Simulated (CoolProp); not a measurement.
The numbers come from the reference Helmholtz-energy equation of state, Zhou 2016 in CoolProp.

### Question
Give the vapour pressure (MPa), vapour density (kg/m³), liquid cp (kJ/(kg K)) of saturated R245ca at 39.45 °C.

### Answer
```json
[
 {"T (°C)": "39.45", "p (MPa)": "0.170", "vapour density (kg/m³)": "9.29", "liquid cp (kJ/(kg K))": "1.40"}
]
```
